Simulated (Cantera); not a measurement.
Cantera run:

```python
import numpy as np
import cantera as ct

gas_names = """
    H H2 N NH NH2 NH3 N2 N2H2 N2H4 Si SiH SiH2 SiH3 SiH4 SiN Si2 Si2N Si3
""".split()
cond_names = """
    Si(cr) Si(L) Si3N4(a)
""".split()


# ... load() reads the species with a 1 bar reference pressure and builds the phases ...
atoms = {
    'trisilylamine': {'Si': 3, 'N': 1, 'H': 9},
    'NH3': {'N': 1, 'H': 3},
    'N2': {'N': 2},
}
top_T = {'Si3N4(a)': 2400}  # K; cautious upper limits of use, not melting points


# ... equilibrate(T, P, feed) seeds the gas with the atoms and calls Mixture.equilibrate('TP', solver="vcs", rtol=1e-11, max_steps=5000) ...
results = []
feed = {'trisilylamine': 1, 'NH3': 15, 'N2': 22}  # mol
T = 2025  # K
for P in [5, 17, 59, 210, 710, 2400, 8400, 29000, 100000]:
    mix = equilibrate(T, P, feed)
    results.append((T, P, feed, dict(zip(mix.species_names, mix.species_moles))))

top = {s: max(r[3][s] / sum(r[3][g] for g in gas_names) for r in results) for s in gas_names}
cols = sorted((s for s in top if top[s] > 0.0001), key=lambda s: -top[s])[:5]
seen = [c for c in cond_names if any(r[3].get(c, 0) > 1e-12 for r in results)]
print("log10 of partial pressures in bar; condensed amounts in mol")
print(f"{'P/Pa':>10s}" + "".join(f"{s[:9]:>10s}" for s in cols + seen))
for T, P, feed, n in results:
    ng = sum(n[g] for g in gas_names)
    print(f"{P:10.4g}" + "".join(f"{np.log10(max(n[s] / ng * P / 1e5, 1e-99)):10.3f}" for s in cols)
          + "".join(f"{n.get(c, 0):10.4g}" for c in seen))
```

Output:

```
log10 of partial pressures in bar; condensed amounts in mol
      P/Pa        N2        H2         H        Si       SiH     Si(L)  Si3N4(a)
         5    -4.638    -4.775    -5.103    -5.640    -8.221         0         0
        17    -4.091    -4.186    -4.808    -5.096    -7.382         0         0
        59    -3.541    -3.613    -4.522    -4.555    -6.555         0         0
       210    -2.976    -3.035    -4.233    -4.235    -5.946      1.22         0
       710    -2.435    -2.488    -3.960    -4.235    -5.673     2.465         0
      2400    -1.902    -1.951    -3.691    -4.235    -5.404      2.83         0
      8400    -1.356    -1.404    -3.418    -4.235    -5.130     2.944         0
   2.9e+04    -0.817    -0.864    -3.148    -4.235    -4.861     2.978         0
     1e+05    -0.293    -0.310    -2.871    -4.468    -4.817         0    0.9982
```

Method: chemical equilibrium by Gibbs-energy minimisation in Cantera with the NASA 1993 tables (ideal gas, pure condensed phases). The feed counts by its element totals alone. The tables' values for SiN are old estimates; treat these amounts as uncertain. Gases not in the tables: Si2H6 and higher silanes.
